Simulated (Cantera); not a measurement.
Charge: 1 mol SiCl4, 0.49 mol NH3, 17 mol N2, equilibrated at 1675 K.

These are equilibrium values from Cantera (NASA tables, ideal gas, pure condensed phases), not measurements of a reactor. Candidate condensed phases: NH4Cl, Si, Si3N4; 28 gas species. The tables' values for SiCl3, SiCl are old estimates; treat these amounts as uncertain. Rates play no part.

x: gas mole fraction; n: condensed amount in mol.

```json
[
 {"P (Pa)": "5", "x N2": "0.851", "x HCl": "0.0700", "x SiCl2": "0.0485", "x Cl": "0.0281", "x SiCl4": "2.02e-5", "x SiCl3": "0.000687", "x H2": "0.00102", "n Si3N4(s)": "0"},
 {"P (Pa)": "21", "x N2": "0.854", "x HCl": "0.0719", "x SiCl2": "0.0468", "x Cl": "(withheld)", "x SiCl4": "(withheld)", "x SiCl3": "0.00240", "x H2": "(withheld)", "n Si3N4(s)": "0"},
 {"P (Pa)": "85", "x N2": "0.860", "x HCl": "0.0729", "x SiCl2": "0.0419", "x Cl": "0.0170", "x SiCl4": "0.00185", "x SiCl3": "0.00611", "x H2": "0.000177", "n Si3N4(s)": "0"},
 {"P (Pa)": "350", "x N2": "0.868", "x HCl": "0.0735", "x SiCl2": "(withheld)", "x Cl": "(withheld)", "x SiCl4": "(withheld)", "x SiCl3": "0.00941", "x H2": "(withheld)", "n Si3N4(s)": "0"},
 {"P (Pa)": "1400", "x N2": "0.873", "x HCl": "0.0733", "x SiCl2": "0.0324", "x Cl": "0.00236", "x SiCl4": "0.00743", "x SiCl3": "0.0108", "x H2": "0.000567", "n Si3N4(s)": "0"},
 {"P (Pa)": "5900", "x N2": "0.876", "x HCl": "0.0712", "x SiCl2": "0.0301", "x Cl": "0.000642", "x SiCl4": "0.00911", "x SiCl3": "0.0115", "x H2": "0.00171", "n Si3N4(s)": "0"},
 {"P (Pa)": "24000", "x N2": "0.878", "x HCl": "0.0662", "x SiCl2": "0.0270", "x Cl": "0.000188", "x SiCl4": "0.0115", "x SiCl3": "0.0123", "x H2": "0.00426", "n Si3N4(s)": "0"},
 {"P (Pa)": "100000", "x N2": "0.883", "x HCl": "0.0602", "x SiCl2": "0.0196", "x Cl": "6.36e-5", "x SiCl4": "0.0167", "x SiCl3": "0.0126", "x H2": "0.00738", "n Si3N4(s)": "0.0132"}
]
```

Problem. Some entries are withheld; supply them.

Solution. 
- 350, x SiCl2: 0.0358
- 350, x Cl: 0.00746
- 350, x SiCl4: 0.00514
- 350, x H2: 0.000228
- 21, x Cl: 0.0242
- 21, x SiCl4: 0.000255
- 21, x H2: 0.000346
